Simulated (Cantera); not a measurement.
An adiabatic, constant-pressure homogeneous reactor starts with C3H8 : O2 : N2 = 1 : 13.5 : 123 (molar parts), at 1125 K and 1.00 atm. Integrator tolerance rtol = 1e-08.

Model: GRI-Mech 3.0 (53 species, 325 reactions), integrated in Cantera. GRI-Mech 3.0 was tuned for natural gas; its chemistry of propane as a main component is partial and can be far from experiment.

| quantity | before | after |
|---|---|---|
| time of steepest temperature rise | 44.6 ms | 43.7 ms |
| temperature at 1.00 s | 1545 K | 1673 K |
| equilibrium temperature | 1543 K | 1668 K |
| x(C3H8) at 1.00 s | <1e-12 (gas-phase equilibrium <1e-12) | <1e-12 (gas-phase equilibrium <1e-12) |
| x(O2) at 1.00 s | 0.0614 (gas-phase equilibrium 0.0609) | 0.0613 (gas-phase equilibrium 0.0606) |
| x(O) at 1.00 s | 1.83e-6 (gas-phase equilibrium 1.77e-6) | 6.77e-6 (gas-phase equilibrium 6.40e-6) |
| x(CH2O) at 1.00 s | <1e-12 (gas-phase equilibrium <1e-12) | <1e-12 (gas-phase equilibrium <1e-12) |
| x(HCN) at 1.00 s | <1e-12 (gas-phase equilibrium <1e-12) | <1e-12 (gas-phase equilibrium <1e-12) |

Q: Which change was made?
(A) initial temperature 1125 to 1800 K
(B) initial temperature 1125 to 1650 K
(C) pressure from 1.00 atm to 2.27 atm
(D) constant volume in place of constant pressure

A: D, constant volume in place of constant pressure
